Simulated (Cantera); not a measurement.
Input (Python, Cantera) and output of one run.

```python
import numpy as np
import cantera as ct

gas_names = """
    H HNO HNO2 HNO3 HO2 H2 H2O H2O2 N NH NH2 NH3 NH2OH NO NO2 NO3 N2 N2H2 N2H4 N2O O OH O2 O3 Si SiH
    SiH2 SiH3 SiH4 SiN SiO SiO2 Si2 Si2N Si3
""".split()
cond_names = """
    H2O(s) H2O(L) Si(cr) Si(L) SiO2(Lqz) SiO2(hqz) SiO2(L) Si2N2O(s) Si3N4(a)
""".split()


# ... load() reads the species with a 1 bar reference pressure and builds the phases ...
atoms = {
    'Si': {'Si': 1},
    'N2O': {'N': 2, 'O': 1},
    'H2': {'H': 2},
}
top_T = {'Si2N2O(s)': 2100, 'Si3N4(a)': 2400}  # K; cautious upper limits of use, not melting points


# ... equilibrate(T, P, feed) seeds the gas with the atoms and calls Mixture.equilibrate('TP', solver="vcs", rtol=1e-11, max_steps=5000) ...
results = []
feed = {'Si': 1, 'N2O': 0.012, 'H2': 3.7}  # mol
P = 13332.2  # Pa
for T in [923, 1023, 1123, 1223, 1323, 1423, 1523, 1623, 1723, 1823, 1923, 2023, 2123, 2223]:
    mix = equilibrate(T, P, feed)
    results.append((T, P, feed, dict(zip(mix.species_names, mix.species_moles))))

top = {s: max(r[3][s] / sum(r[3][g] for g in gas_names) for r in results) for s in gas_names}
cols = sorted((s for s in top if top[s] > 1e-05), key=lambda s: -top[s])[:6]
seen = [c for c in cond_names if any(r[3].get(c, 0) > 1e-12 for r in results)]
print("log10 of partial pressures in bar; condensed amounts in mol")
print(f"{'T/K':>10s}" + "".join(f"{s[:9]:>10s}" for s in cols + seen))
for T, P, feed, n in results:
    ng = sum(n[g] for g in gas_names)
    print(f"{T:10.4g}" + "".join(f"{np.log10(max(n[s] / ng * P / 1e5, 1e-99)):10.3f}" for s in cols)
          + "".join(f"{n.get(c, 0):10.4g}" for c in seen))
```

Result:

```
log10 of partial pressures in bar; condensed amounts in mol
       T/K        H2         H        Si        N2       SiO       SiH    Si(cr)     Si(L) Si2N2O(s)
       923    -0.875   -10.049   -17.703   -15.721   -12.768   -15.966     0.976         0     0.012
      1023    -0.875    -8.821   -15.225   -12.598   -11.263   -13.910     0.976         0     0.012
      1123    -0.875    -7.808   -13.191   -10.157    -9.913   -12.224     0.976         0     0.012
      1223    -0.875    -6.959   -11.492    -8.467    -8.441   -10.816     0.976         0     0.012
      1323    -0.875    -6.237   -10.052    -7.117    -7.115    -9.624     0.976         0     0.012
      1423    -0.875    -5.615    -8.816    -5.970    -5.970    -8.602     0.976         0   0.01197
      1523    -0.875    -5.074    -7.744    -4.977    -4.977    -7.716    0.9763         0   0.01171
      1623    -0.876    -4.598    -6.806    -4.110    -4.110    -6.941    0.9781         0  0.009842
      1723    -0.878    -4.178    -6.007    -3.367    -3.367    -6.289         0    0.9879         0
      1823    -0.878    -3.802    -5.355    -3.367    -3.367    -5.765         0    0.9877         0
      1923    -0.879    -3.465    -4.770    -3.368    -3.368    -5.297         0    0.9871         0
      2023    -0.880    -3.162    -4.245    -3.369    -3.368    -4.877         0    0.9855         0
      2123    -0.883    -2.887    -3.770    -3.370    -3.370    -4.498         0    0.9813         0
      2223    -0.887    -2.637    -3.337    -3.374    -3.372    -4.154         0    0.9711         0
```

Cantera equilibrium calculation (NASA polynomials, part measured and part estimated; ideal gas, pure solids and liquids). Mutual solubility and eutectic melting of coexisting phases are not modelled. The tables' values for SiN are old estimates; treat these amounts as uncertain. Gases not in the tables: Si2H6 and higher silanes.
